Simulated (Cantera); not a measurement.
A Cantera script and its output.

```python
import numpy as np
import cantera as ct

gas = ct.Solution("gri30.yaml")
gas.TPX = 725, 140000, {'C3H8': 1, 'O2': 10.2, 'N2': 38.4}
inlet = ct.Reservoir(gas, clone=True)
gas.equilibrate("HP")  # start burning
reactor = ct.IdealGasConstPressureReactor(gas, energy="on", clone=False)
exhaust = ct.Reservoir(gas, clone=True)
tau = [0.077, 0.041, 0.021, 0.011, 0.0059, 0.0031, 0.0016, 0.00085, 0.00045, 0.00024, 0.00012, 6.5e-05, 3.4e-05][0]
for a, b in ((inlet, reactor), (reactor, exhaust)):
    ct.MassFlowController(a, b, mdot=lambda t: reactor.mass / tau)
net = ct.ReactorNet([reactor])
show = ['C3H8', 'O2', 'HCN', 'NO', 'C2H2']

rows = []
print(f"{'tau/s':>10s}{'T/K':>9s}" + "".join(f"{s:>11s}" for s in show))
for tau in [0.077, 0.041, 0.021, 0.011, 0.0059, 0.0031, 0.0016, 0.00085, 0.00045, 0.00024, 0.00012, 6.5e-05, 3.4e-05]:
    net.initial_time = 0.0
    net.advance(30 * tau)
    before = gas.X
    net.advance(40 * tau)
    drift = np.max(np.abs(gas.X - before) / (gas.X + 1e-9))
    rows.append([gas.T, *gas[show].X, drift])
    print(f"{tau:10.3e}{gas.T:9.1f}" + "".join(f"{x:11.3e}" for x in gas[show].X))
```

Output:

```
     tau/s      T/K       C3H8         O2        HCN         NO       C2H2
 7.700e-02   1830.3  6.740e-07  1.025e-01  4.184e-09  3.427e-05  1.037e-06
 4.100e-02   1827.2  1.079e-06  1.025e-01  4.649e-09  2.892e-05  1.295e-06
 2.100e-02   1822.5  1.737e-06  1.025e-01  5.207e-09  2.428e-05  1.595e-06
 1.100e-02   1816.0  2.706e-06  1.026e-01  5.824e-09  2.016e-05  1.915e-06
 5.900e-03   1807.1  4.099e-06  1.027e-01  6.616e-09  1.646e-05  2.260e-06
 3.100e-03   1794.3  6.273e-06  1.029e-01  7.957e-09  1.307e-05  2.672e-06
 1.600e-03   1776.0  9.791e-06  1.033e-01  1.048e-08  1.022e-05  3.194e-06
 8.500e-04   1751.9  1.535e-05  1.040e-01  1.484e-08  8.040e-06  3.879e-06
 4.500e-04   1718.9  2.532e-05  1.053e-01  2.248e-08  6.159e-06  4.974e-06
 2.400e-04   1674.1  4.544e-05  1.076e-01  3.556e-08  4.307e-06  7.099e-06
 1.200e-04   1599.1  1.099e-04  1.129e-01  6.266e-08  2.089e-06  1.434e-05
 6.500e-05    725.0  2.016e-02  2.056e-01  1.137e-21  7.695e-21  1.599e-18
 3.400e-05    725.0  2.016e-02  2.056e-01 -1.399e-26 -9.472e-26 -1.968e-23
```

Cantera simulation using GRI-Mech 3.0 (53 species, 325 reactions); the numbers are that mechanism's predictions, not measurements. GRI-Mech 3.0 was tuned for natural gas; its chemistry of propane as a main component is partial and can be far from experiment.
